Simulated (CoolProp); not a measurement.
The fluid at 437.01 K and 0.253 MPa flows at 5.8 m/s in a round tube of 50 mm bore and 1.5 µm roughness, fully developed (64/Re and Nu = 3.66 if laminar; Colebrook and Gnielinski if turbulent). The same conditions are run with several fluids, on thermodynamics alone (safety and materials aside).

Values from CoolProp's reference Helmholtz-energy equation of state of each fluid (R227EA: Lemmon 2016; R13: Platzer 1990; R407C: Lemmon 2003; methanol: de Reuck 1993; propane: Lemmon 2009). The equations of Platzer and Polt are older, rougher fits. Blends and air are pseudo-pure fits.

| fluid | Reynolds number | Darcy friction factor | pressure drop (Pa/m) | heat-transfer coefficient (W/(m² K)) | mass flow (kg/h) |
|---|---|---|---|---|---|
| R227EA | 207000 | 0.0158 | 64.0 | 156 | 494 |
| R13 | 105000 | 0.0180 | 44.2 | 83.3 | 300 |
| R407C | 97100 | 0.0183 | 37.2 | 91.1 | 249 |
| methanol | 46600 | 0.0213 | 16.3 | 67.4 | 93.4 |
| propane | 76500 | 0.0192 | 20.0 | 110 | 127 |

Transport values come from each fluid's own correlations; those of R227EA, R13 are estimates that may be off by 10 % or more.
